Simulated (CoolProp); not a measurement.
The fluid at 482.23 K and 1.38 MPa (liquid) is heated at constant pressure to 600.5 K. The same conditions are run with several fluids, on thermodynamics alone (safety and materials aside).

Values from CoolProp's reference Helmholtz-energy equation of state of each fluid (m-xylene: Zhou 2012; dodecamethylpentasiloxane (MD3M): Thol 2019; n-decane: Lemmon 2006; n-undecane: Aleksandrov 2011; propylene glycol: Eisenbach 2021).

**Question.** Rank m-xylene, dodecamethylpentasiloxane (MD3M), n-decane, n-undecane, propylene glycol by heat (kJ/kg), highest first.

**Answer.** propylene glycol (978), n-decane (526), m-xylene (519), n-undecane (381), dodecamethylpentasiloxane (MD3M) (265)

```csv
fluid,final phase,final density (kg/m³)
m-xylene,gas,35.6
dodecamethylpentasiloxane (MD3M),liquid,518
n-decane,gas,61.0
n-undecane,liquid,441
propylene glycol,gas,23.6
```
